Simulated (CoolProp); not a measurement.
Vapour-liquid equilibrium of n-pentane (1) + the fluoroketone C6F12O (FK-5-1-12) (2) at 380.2 K; x and y are mole fractions of (1).

Values from CoolProp's multi-fluid Helmholtz-energy mixture model, Thol 2019 and McLinden 2015; pair parameters Bell 2016.

| x | bubble pressure (kPa) | y at the bubble point | dew pressure at overall composition x (kPa) | liquid density (mol/L) |
|---|---|---|---|---|
| 0.05 | [?] | 0.111 | 551.3 | 4.210 |
| 0.2 | 712.3 | 0.349 | 624.6 | 4.443 |
| 0.35 | 802.9 | 0.491 | 712.7 | [?] |
| 0.5 | 849.1 | [?] | 808.5 | 5.080 |
| 0.65 | 862.5 | 0.649 | 862.5 | 5.558 |
| 0.8 | 845.1 | 0.727 | 809.1 | 6.191 |
| 0.95 | 757.6 | 0.888 | 721.2 | 7.002 |

Task: What belongs in the gaps?

Result: 
- 0.05, bubble pressure (kPa): 579.2
- 0.35, liquid density (mol/L): 4.721
- 0.5, y at the bubble point: 0.580

y crosses x between x = 0.5 and 0.65: the model has an azeotrope there.

The pair parameters rest on a limited set of measurements; away from them the model extrapolates.
